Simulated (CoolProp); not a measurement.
Vapour pressure (MPa) of nitrogen: the reference equation beside estimates from Tc = 126.2 K, pc = 3.396 MPa, ω = 0.037. Clausius-Clapeyron is anchored at 111.6 K with a constant enthalpy of vaporisation of 3.614 kJ/mol.

Computed with CoolProp (reference Helmholtz-energy equation of state, Span 2000).

```json
[
 {"T (K)": "100.3", "reference": "0.7946", "Lee-Kesler": "0.7948", "Clausius-Clapeyron": "1.036", "Redlich-Kwong": "0.7973", "Soave-Redlich-Kwong": "0.8016", "Peng-Robinson": "0.7970"},
 {"T (K)": "103.2", "reference": "0.9651", "Lee-Kesler": "0.9649", "Clausius-Clapeyron": "1.170", "Redlich-Kwong": "0.9746", "Soave-Redlich-Kwong": "0.9751", "Peng-Robinson": "0.9685"},
 {"T (K)": "106", "reference": "1.153", "Lee-Kesler": "1.152", "Clausius-Clapeyron": "1.308", "Redlich-Kwong": "1.170", "Soave-Redlich-Kwong": "1.167", "Peng-Robinson": "1.158"},
 {"T (K)": "108.8", "reference": "1.366", "Lee-Kesler": "1.365", "Clausius-Clapeyron": "1.453", "Redlich-Kwong": "1.390", "Soave-Redlich-Kwong": "1.383", "Peng-Robinson": "1.373"},
 {"T (K)": "111.6", "reference": "1.606", "Lee-Kesler": "1.604", "Clausius-Clapeyron": "1.606", "Redlich-Kwong": "1.636", "Soave-Redlich-Kwong": "1.626", "Peng-Robinson": "1.615"},
 {"T (K)": "114.5", "reference": "1.886", "Lee-Kesler": "1.882", "Clausius-Clapeyron": "1.773", "Redlich-Kwong": "1.921", "Soave-Redlich-Kwong": "1.909", "Peng-Robinson": "1.896"},
 {"T (K)": "117.3", "reference": "2.187", "Lee-Kesler": "2.184", "Clausius-Clapeyron": "1.941", "Redlich-Kwong": "2.225", "Soave-Redlich-Kwong": "2.212", "Peng-Robinson": "2.200"},
 {"T (K)": "120.1", "reference": "2.523", "Lee-Kesler": "2.521", "Clausius-Clapeyron": "2.116", "Redlich-Kwong": "2.559", "Soave-Redlich-Kwong": "2.547", "Peng-Robinson": "2.537"},
 {"T (K)": "122.9", "reference": "2.897", "Lee-Kesler": "2.897", "Clausius-Clapeyron": "2.298", "Redlich-Kwong": "2.924", "Soave-Redlich-Kwong": "2.916", "Peng-Robinson": "2.909"}
]
```

Absolute difference from the reference over all 9 rows, mean and median: Lee-Kesler 0.1 and 0.1 %, Clausius-Clapeyron 13.9 and 13.4 %, Redlich-Kwong 1.4 and 1.5 %, Soave-Redlich-Kwong 1.1 and 1.1 %, Peng-Robinson 0.5 and 0.5 %.
